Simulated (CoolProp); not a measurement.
Vapour pressure (MPa) of benzene: the reference equation beside estimates from Tc = 288.9 °C, pc = 4.906 MPa, ω = 0.211.

Computed with CoolProp (reference Helmholtz-energy equation of state, Thol 2012).

```csv
T (°C),reference,Lee-Kesler,van der Waals,Redlich-Kwong,Peng-Robinson
169.85,0.8556,0.8590,1.756,1.085,0.8525
173.45,0.9138,0.9175,1.823,1.150,0.9108
177.05,0.9749,0.9788,1.892,1.218,0.9721
180.65,1.039,1.043,1.963,1.288,1.036
184.35,1.108,1.112,2.037,1.364,1.106
187.95,1.178,1.183,2.111,1.440,1.177
191.55,1.252,1.257,2.187,1.519,1.251
195.15,1.329,1.334,2.265,1.601,1.328
198.75,1.409,1.414,2.344,1.686,1.409
202.35,1.493,1.498,2.425,1.773,1.494
205.95,1.580,1.586,2.507,1.864,1.582
209.55,1.672,1.677,2.591,1.958,1.674
213.15,1.767,1.772,2.677,2.056,1.770
216.75,1.865,1.871,2.765,2.156,1.871
```

Absolute difference from the reference over all 14 rows, mean and median: Lee-Kesler 0.4 and 0.4 %, van der Waals 74.1 and 72.6 %, Redlich-Kwong 21.0 and 20.9 %, Peng-Robinson 0.2 and 0.1 %.
